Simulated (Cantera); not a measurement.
**Transport properties of process gases**

Gas mixture: 100 % NH3, at 20.0 Torr, frozen composition.

Cantera's kinetic-theory transport with the Lennard-Jones parameters of GRI-Mech 3.0, ideal gas; thermal conductivity in the mixture-averaged form. Polar gases are described roughly by these parameters. The composition is frozen, though it would react at the higher temperatures.

```json
[
 {"T (K)": "400", "ρ (kg/m³)": "0.0137", "cp (J/kg/K)": "2269", "μ (µPa s)": "13.9", "λ (mW/m/K)": "44.3", "Pr": "0.713", "D (cm²/s) CO2": "10.7", "D (cm²/s) H2": "51.4", "D (cm²/s) CH4": "14.7"},
 {"T (K)": "600", "ρ (kg/m³)": "0.00910", "cp (J/kg/K)": "2662", "μ (µPa s)": "20.9", "λ (mW/m/K)": "77.4", "Pr": "0.719", "D (cm²/s) CO2": "23.3", "D (cm²/s) H2": "105", "D (cm²/s) CH4": "31.4"},
 {"T (K)": "800", "ρ (kg/m³)": "0.00683", "cp (J/kg/K)": "3009", "μ (µPa s)": "27.5", "λ (mW/m/K)": "115", "Pr": "0.721", "D (cm²/s) CO2": "39.7", "D (cm²/s) H2": "171", "D (cm²/s) CH4": "52.7"},
 {"T (K)": "1000", "ρ (kg/m³)": "0.00546", "cp (J/kg/K)": "3319", "μ (µPa s)": "33.6", "λ (mW/m/K)": "154", "Pr": "0.725", "D (cm²/s) CO2": "59.4", "D (cm²/s) H2": "249", "D (cm²/s) CH4": "78.0"},
 {"T (K)": "1200", "ρ (kg/m³)": "0.00455", "cp (J/kg/K)": "3580", "μ (µPa s)": "39.3", "λ (mW/m/K)": "194", "Pr": "0.727", "D (cm²/s) CO2": "81.9", "D (cm²/s) H2": "339", "D (cm²/s) CH4": "107"},
 {"T (K)": "1400", "ρ (kg/m³)": "0.00390", "cp (J/kg/K)": "3802", "μ (µPa s)": "44.6", "λ (mW/m/K)": "233", "Pr": "0.728", "D (cm²/s) CO2": "107", "D (cm²/s) H2": "438", "D (cm²/s) CH4": "139"},
 {"T (K)": "1600", "ρ (kg/m³)": "0.00341", "cp (J/kg/K)": "3990", "μ (µPa s)": "49.6", "λ (mW/m/K)": "271", "Pr": "0.730", "D (cm²/s) CO2": "135", "D (cm²/s) H2": "547", "D (cm²/s) CH4": "175"}
]
```
D: mixture-averaged diffusion coefficient of that species in the mixture.
